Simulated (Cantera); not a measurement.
**Thermodynamics of iron carbonyl, mercury and lead vapours, feed PbO + CO + H₂**

Charge: 1 mol PbO, 0.047 mol CO, 22 mol H₂, equilibrated at 927 °C.

Equilibrium computed with Cantera from the NASA thermochemical tables; the gas is ideal and each condensed phase is pure. Candidate condensed phases: C, C₆H₆, C₇H₈, C₈H₁₈, H₂O, Pb, PbO, PbO₂, Pb₃O₄; 113 gas species. Equilibrium is a limit: real reactors are often held back by kinetics, nucleation or transport.

```json
[
 {"P (Pa)": "10", "x H₂": "0.911", "x H₂O": "0.0433", "x Pb": "0.0434", "x CO": "0.00197", "x CH₄": "<1e-12", "x CO₂": "6.82e-5", "x H": "1.88e-5", "n Pb(l)": "0"},
 {"P (Pa)": "36", "x H₂": "0.911", "x H₂O": "0.0433", "x Pb": "0.0434", "x CO": "0.00197", "x CH₄": "1.83e-12", "x CO₂": "6.82e-5", "x H": "9.93e-6", "n Pb(l)": "0"},
 {"P (Pa)": "130", "x H₂": "0.911", "x H₂O": "0.0433", "x Pb": "0.0434", "x CO": "0.00197", "x CH₄": "2.39e-11", "x CO₂": "6.82e-5", "x H": "5.22e-6", "n Pb(l)": "0"},
 {"P (Pa)": "460", "x H₂": "0.911", "x H₂O": "0.0433", "x Pb": "0.0434", "x CO": "0.00197", "x CH₄": "2.99e-10", "x CO₂": "6.82e-5", "x H": "2.78e-6", "n Pb(l)": "0"},
 {"P (Pa)": "1700", "x H₂": "0.917", "x H₂O": "0.0436", "x Pb": "0.0378", "x CO": "0.00198", "x CH₄": "4.15e-9", "x CO₂": "6.86e-5", "x H": "1.45e-6", "n Pb(l)": "0.133"},
 {"P (Pa)": "6000", "x H₂": "0.942", "x H₂O": "0.0448", "x Pb": "0.0107", "x CO": "0.00204", "x CH₄": "5.62e-8", "x CO₂": "7.06e-5", "x H": "7.82e-7", "n Pb(l)": "0.761"},
 {"P (Pa)": "22000", "x H₂": "0.950", "x H₂O": "0.0452", "x Pb": "0.00292", "x CO": "0.00205", "x CH₄": "7.73e-7", "x CO₂": "7.11e-5", "x H": "4.10e-7", "n Pb(l)": "0.935"},
 {"P (Pa)": "77000", "x H₂": "0.952", "x H₂O": "0.0453", "x Pb": "0.000835", "x CO": "0.00205", "x CH₄": "9.49e-6", "x CO₂": "7.10e-5", "x H": "2.19e-7", "n Pb(l)": "0.982"},
 {"P (Pa)": "280000", "x H₂": "0.952", "x H₂O": "0.0454", "x Pb": "0.000230", "x CO": "0.00195", "x CH₄": "0.000119", "x CO₂": "6.76e-5", "x H": "1.15e-7", "n Pb(l)": "0.995"},
 {"P (Pa)": "1000000", "x H₂": "0.951", "x H₂O": "0.0463", "x Pb": "6.43e-5", "x CO": "0.00119", "x CH₄": "0.000906", "x CO₂": "4.21e-5", "x H": "6.09e-8", "n Pb(l)": "0.999"}
]
```
x: gas mole fraction; n: condensed amount in mol.

From 10.0 Pa to 4.60 mbar nothing is condensed. From 17.0 mbar to 10.0 bar the condensed part is Pb(l). The main Pb-bearing gas is Pb throughout.
